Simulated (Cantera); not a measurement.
What does this Cantera script print?

```python
import numpy as np
import cantera as ct

gas_names = """
    CL CL2 H HCL H2 Si SiCL SiCL2 SiCL3 SiCL4 SiH SiHCL3 SiH2 SiH2CL2 SiH3 SiH3CL SiH4 Si2 Si3
""".split()
cond_names = """
    Si(cr) Si(L)
""".split()


def load(file, names, dense=False):
    # The tables refer to 1 bar. Condensed volumes are neglected.
    table = {s.name: s for s in ct.Species.list_from_file(file)}
    out = []
    for n in names:
        d = dict(table[n].input_data)
        d["thermo"] = dict(d["thermo"], **{"reference-pressure": 1e5})
        if dense:
            d["equation-of-state"] = {"model": "constant-volume", "density": "1e6 g/cm^3"}
        out.append(ct.Species.from_dict(d))
    return out


gas = ct.Solution(thermo="ideal-gas", species=load("nasa_gas.yaml", gas_names))
cond = {s.name: ct.Solution(thermo="fixed-stoichiometry", species=[s], name=s.name)
        for s in load("nasa_condensed.yaml", cond_names, dense=True)}
atoms = {
    'Si': {'Si': 1},
    'HCl': {'H': 1, 'CL': 1},
    'H2': {'H': 2},
    'Cl2': {'CL': 2},
}
top_T = {}  # K; cautious upper limits of use, not melting points


def equilibrate(T, P, feed):
    n = {}
    for name, mol in feed.items():
        for a, k in atoms[name].items():
            n[a] = n.get(a, 0.0) + k * mol
    gas.TPX = T, P, n
    mass = sum(n.values()) * gas.mean_molecular_weight
    gas.equilibrate("TP")
    valid = [c for c in cond.values() if c.min_temp <= T <= top_T.get(c.name, c.max_temp)]
    mix = ct.Mixture([(gas, mass / gas.mean_molecular_weight)] + [(c, 0.0) for c in valid])
    mix.T, mix.P = T, P
    mix.equilibrate("TP", solver="vcs", rtol=1e-11, max_steps=5000)
    return mix


results = []
T = 550  # K
P = 101325  # Pa
for m in [0.66, 0.79, 0.95, 1.1, 1.4, 1.7, 2, 2.4, 2.9, 3.4, 4.1, 4.9, 5.9]:
    feed = {'Si': 1, 'HCl': m, 'H2': 2.7, 'Cl2': 1.1}  # mol
    mix = equilibrate(T, P, feed)
    results.append((T, P, feed, dict(zip(mix.species_names, mix.species_moles))))

top = {s: max(r[3][s] / sum(r[3][g] for g in gas_names) for r in results) for s in gas_names}
cols = sorted((s for s in top if top[s] > 1e-06), key=lambda s: -top[s])[:9]
seen = [c for c in cond_names if any(r[3].get(c, 0) > 1e-12 for r in results)]
print("log10 of partial pressures in bar; condensed amounts in mol")
print(f"{'n(HCl)':>10s}" + "".join(f"{s[:9]:>10s}" for s in cols + seen))
for T, P, feed, n in results:
    ng = sum(n[g] for g in gas_names)
    print(f"{feed['HCl']:10.4g}" + "".join(f"{np.log10(max(n[s] / ng * P / 1e5, 1e-99)):10.3f}" for s in cols)
          + "".join(f"{n.get(c, 0):10.4g}" for c in seen))
```

Output:

```
log10 of partial pressures in bar; condensed amounts in mol
    n(HCl)        H2       HCL     SiCL4    SiHCL3   SiH2CL2    SiH3CL    Si(cr)
      0.66    -0.100    -4.992    -0.866    -1.095    -2.698    -5.037    0.2086
      0.79    -0.102    -4.991    -0.857    -1.089    -2.696    -5.038     0.173
      0.95    -0.105    -4.989    -0.846    -1.082    -2.693    -5.039    0.1293
       1.1    -0.107    -4.988    -0.837    -1.076    -2.690    -5.040    0.0884
       1.4    -0.111    -4.986    -0.820    -1.066    -2.686    -5.042  0.006534
       1.7    -0.103    -4.267    -0.693    -1.650    -3.983    -7.050         0
         2    -0.119    -1.374    -0.676    -4.541    -9.782   -15.758         0
       2.4    -0.154    -0.932    -0.710    -5.053   -10.770   -17.223         0
       2.9    -0.194    -0.709    -0.750    -5.356   -11.337   -18.053         0
       3.4    -0.230    -0.583    -0.787    -5.555   -11.699   -18.577         0
       4.1    -0.277    -0.471    -0.833    -5.759   -12.060   -19.097         0
       4.9    -0.324    -0.389    -0.881    -5.937   -12.367   -19.533         0
       5.9    -0.378    -0.321    -0.934    -6.111   -12.663   -19.951         0
```

These are equilibrium values from Cantera (NASA tables, ideal gas, pure condensed phases), not measurements of a reactor.
